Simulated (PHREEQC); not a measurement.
Make-up at 25 °C: 22 mmol/kgw CuCl2 and 0.79 mmol/kgw HBF4. Closed to the air; pH follows from the charge balance.

All values are PHREEQC results (ion-association model, phreeqc.dat), not measurements.

Each row changes one thing in this solution. Precipitation was switched off in this run.

```json
[
 {"case": "as made", "pH": "2.94", "ionic strength (mol/kgw)": "0.0648", "HF (mol/kgw)": "0.00139", "F- (mol/kgw)": "0.00103", "H3BO3 (mol/kgw)": "0.000632", "HF2- (mol/kgw)": "5.51e-6"},
 {"case": "temperature from 25 to 70 °C", "pH": "3.06", "ionic strength (mol/kgw)": "0.0562", "HF (mol/kgw)": "0.00203", "F- (mol/kgw)": "0.000833", "H3BO3 (mol/kgw)": "0.000746", "HF2- (mol/kgw)": "7.41e-6"},
 {"case": "HBF4 from 0.00079 to 0.0079 mol/kgw", "pH": "2.20", "ionic strength (mol/kgw)": "0.0711", "HF (mol/kgw)": "0.00492", "F- (mol/kgw)": "0.000679", "H3BO3 (mol/kgw)": "0.00126", "HF2- (mol/kgw)": "1.28e-5"},
 {"case": "CuCl2 left out", "pH": "2.96", "ionic strength (mol/kgw)": "0.00115", "HF (mol/kgw)": "0.00155", "F- (mol/kgw)": "0.000966", "H3BO3 (mol/kgw)": "0.000611", "HF2- (mol/kgw)": "5.74e-6"},
 {"case": "diluted 2-fold with water", "pH": "3.13", "ionic strength (mol/kgw)": "0.0330", "HF (mol/kgw)": "0.000699", "F- (mol/kgw)": "0.000757", "H3BO3 (mol/kgw)": "0.000380", "HF2- (mol/kgw)": "2.03e-6"},
 {"case": "CuCl2 from 0.022 to 0.22 mol/kgw", "pH": "2.87", "ionic strength (mol/kgw)": "0.563", "HF (mol/kgw)": "0.00110", "F- (mol/kgw)": "0.00100", "H3BO3 (mol/kgw)": "0.000670", "HF2- (mol/kgw)": "4.07e-6"},
 {"case": "temperature from 25 to 35 °C", "pH": "2.96", "ionic strength (mol/kgw)": "0.0636", "HF (mol/kgw)": "0.00155", "F- (mol/kgw)": "0.001000", "H3BO3 (mol/kgw)": "0.000665", "HF2- (mol/kgw)": "6.33e-6"},
 {"case": "diluted 100-fold with water", "pH": "4.53", "ionic strength (mol/kgw)": "0.000690", "HF (mol/kgw)": "1.30e-6", "F- (mol/kgw)": "3.02e-5", "H3BO3 (mol/kgw)": "7.90e-6", "HF2- (mol/kgw)": "1.50e-10"},
 {"case": "HBF4 from 0.00079 to 0.00158 mol/kgw", "pH": "2.76", "ionic strength (mol/kgw)": "0.0655", "HF (mol/kgw)": "0.00222", "F- (mol/kgw)": "0.00110", "H3BO3 (mol/kgw)": "0.000828", "HF2- (mol/kgw)": "9.40e-6"}
]
```

Complexes and solids missing from the database can't appear. Constants without temperature data keep their 25 °C values here. Real BF4- forms and hydrolyses slowly; the run takes it at equilibrium.
